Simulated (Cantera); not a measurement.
An adiabatic, constant-pressure homogeneous reactor starts with CH4 : O2 : N2 = 1 : 2.33 : 8.74 (molar parts), at 1775 K and 1.20 bar. Integrator tolerance rtol = 1e-08.

Detailed kinetics in Cantera: GRI-Mech 3.0 (53 species, 325 reactions).

Problem. What does this change do: 0.34 parts H2O added?

Solution. 
```csv
quantity,before,after
time of steepest temperature rise,0.111 ms,0.110 ms
temperature at 3.00 s,2803 K,2777 K
equilibrium temperature,2803 K,2777 K
x(CH4) at 3.00 s,<1e-12 (gas-phase equilibrium <1e-12),<1e-12 (gas-phase equilibrium <1e-12)
x(O2) at 3.00 s,0.0349 (gas-phase equilibrium 0.0349),0.0341 (gas-phase equilibrium 0.0341)
x(NO) at 3.00 s,0.0141 (gas-phase equilibrium 0.0141),0.0133 (gas-phase equilibrium 0.0133)
x(H) at 3.00 s,0.00899 (gas-phase equilibrium 0.00899),0.00847 (gas-phase equilibrium 0.00847)
x(H2) at 3.00 s,0.0140 (gas-phase equilibrium 0.0140),0.0149 (gas-phase equilibrium 0.0149)
x(HO2) at 3.00 s,8.93e-6 (gas-phase equilibrium 8.93e-6),8.98e-6 (gas-phase equilibrium 8.98e-6)
x(CH2O) at 3.00 s,2.30e-10 (gas-phase equilibrium 2.30e-10),2.26e-10 (gas-phase equilibrium 2.26e-10)
```

Problem. What does this change do: initial temperature 1775 to 950 K?

Solution. 
| quantity | before | after |
|---|---|---|
| time of steepest temperature rise | 0.111 ms | 2.08 s |
| temperature at 3.00 s | 2803 K | 2454 K |
| equilibrium temperature | 2803 K | 2454 K |
| x(CH4) at 3.00 s | <1e-12 (gas-phase equilibrium <1e-12) | <1e-12 (gas-phase equilibrium <1e-12) |
| x(O2) at 3.00 s | 0.0349 (gas-phase equilibrium 0.0349) | 0.0281 (gas-phase equilibrium 0.0281) |
| x(NO) at 3.00 s | 0.0141 (gas-phase equilibrium 0.0141) | 0.00738 (gas-phase equilibrium 0.00738) |
| x(H) at 3.00 s | 0.00899 (gas-phase equilibrium 0.00899) | 0.00119 (gas-phase equilibrium 0.00119) |
| x(H2) at 3.00 s | 0.0140 (gas-phase equilibrium 0.0140) | 0.00401 (gas-phase equilibrium 0.00401) |
| x(HO2) at 3.00 s | 8.93e-6 (gas-phase equilibrium 8.93e-6) | 3.64e-6 (gas-phase equilibrium 3.64e-6) |
| x(CH2O) at 3.00 s | 2.30e-10 (gas-phase equilibrium 2.30e-10) | 2.15e-11 (gas-phase equilibrium 2.15e-11) |
Below about 1000 K GRI-Mech 3.0 lacks low-temperature oxidation paths.
